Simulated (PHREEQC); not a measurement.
Dissolve 110 mmol/kgw Cu(NO3)2 and 1.1 mmol/kgw HNO3 at 20 °C. Closed to the air; pH follows from the charge balance.

Equilibrium calculation in PHREEQC: ion-association model, wateq4f.dat.

Precipitation was switched off in this run.

Problem. Estimate the pH.

Solution. pH 3.07.
